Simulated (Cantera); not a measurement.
An adiabatic, constant-pressure homogeneous reactor starts with H₂ : O₂ : N₂ = 1 : 0.633 : 6.96 (molar parts), equivalence ratio 0.79, at 1325 K and 1.30 bar.

Detailed kinetics in Cantera: the H2/O2 subset of GRI-Mech 3.0, which has no nitrogen chemistry.

### Question
Predict: time of steepest temperature rise; temperature at 1.00 s; equilibrium temperature; x(H₂) at 1.00 s; x(O₂) at 1.00 s; x(H₂O) at 1.00 s; x(O) at 1.00 s; x(OH) at 1.00 s.

### Answer
* **time of steepest temperature rise**: 43.0 µs
* **temperature at 1.00 s**: 2140 K
* **equilibrium temperature**: 2140 K
* **x(H₂) at 1.00 s**: 0.000654 (gas-phase equilibrium 0.000654)
* **x(O₂) at 1.00 s**: 0.0161 (gas-phase equilibrium 0.0161)
* **x(H₂O) at 1.00 s**: 0.122 (gas-phase equilibrium 0.122)
* **x(O) at 1.00 s**: 0.000204 (gas-phase equilibrium 0.000204)
* **x(OH) at 1.00 s**: 0.00211 (gas-phase equilibrium 0.00211)
